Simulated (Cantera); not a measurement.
Charge: 1 mol SiH4, 1.2 mol NH3, equilibrated at 1725 K and 10.0 Pa.

Equilibrium computed with Cantera from the NASA thermochemical tables; the gas is ideal and each condensed phase is pure. Candidate condensed phases: Si, Si3N4; 18 gas species. The tables' values for SiN are old estimates; treat these amounts as uncertain. Gases not in the tables: Si2H6 and higher silanes. Rates play no part.

Base state: H2 0.839, N2 0.134, H 0.0170, Si 0.0102, SiH 0.000133, Si2 4.84e-5, Si2N 3.63e-5, SiN 2.07e-5 (mole fractions); condensed: Si(l).

Question: What changes in the equilibrium state with this change: temperature from 1725 K to 873.15 K?

Answer: 
| species | before | after |
|---|---|---|
| H2 | 0.839 | 1.00 |
| H | 0.0170 | 4.70e-9 |
| N2 | 0.134 | <1e-9 |
| Si | 0.0102 | <1e-9 |
| SiH | 0.000133 | <1e-9 |
| Si2 | 4.84e-5 | <1e-9 |
| Si(l), mol | 0.953 | 0 |
| Si(s), mol | 0 | 0.100 |
| Si3N4(s), mol | 0 | 0.300 |
